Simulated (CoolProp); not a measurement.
Vapour-liquid equilibrium of R125 (1) + R227EA (2) at 185.4 K; x and y are mole fractions of (1).

The numbers come from the multi-fluid Helmholtz-energy mixture model, Lemmon 2005 and Lemmon 2016; pair parameters Bell 2016 in CoolProp.

Task: Give the bubble pressure and the first vapour's composition at x = 0.05, 0.65, 0.95. Is there an azeotrope?

Result: x = 0.05: 1.415 kPa, y = 0.312; x = 0.65: 6.078 kPa, y = 0.940; x = 0.95: 8.324 kPa, y = 0.993. No azeotrope shows between x = 0.05 and 0.95.

Pair parameters are fitted to limited data, so mixtures are less certain than the pure fluids.
